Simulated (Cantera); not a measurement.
Charge: 1 mol SiH₂Cl₂, 0.038 mol Cl₂, 30 mol H₂, at 1248 K and 0.0180 bar.

Method: chemical equilibrium by Gibbs-energy minimisation in Cantera with the NASA 1993 tables (ideal gas, pure condensed phases). Candidate condensed phases: Si; 19 gas species. The tables' values for SiCl₃ are old estimates; treat these amounts as uncertain. The numbers say what is thermodynamically allowed, not how fast it happens.

Base state: H₂ 0.945, HCl 0.0473, SiCl₂ 0.00595, SiCl₃ 0.000690, SiCl₄ 0.000577, SiHCl₃ 0.000406, SiH₂Cl₂ 3.88e-5 (mole fractions); condensed: Si(s).

Question: What changes in the equilibrium state with this change: H₂ from 30 to 710 mol?

Answer: 
| species | before | after |
|---|---|---|
| H₂ | 0.945 | 0.997 |
| HCl | 0.0473 | 0.00287 |
| SiCl₂ | 0.00595 | 2.08e-5 |
| SiCl₄ | 0.000577 | 7.04e-9 |
| SiCl₃ | 0.000690 | 1.42e-7 |
| SiHCl₃ | 0.000406 | 8.61e-8 |
| SiH₂Cl₂ | 3.88e-5 | 1.43e-7 |
| Si(s), mol | 0.755 | 0.985 |
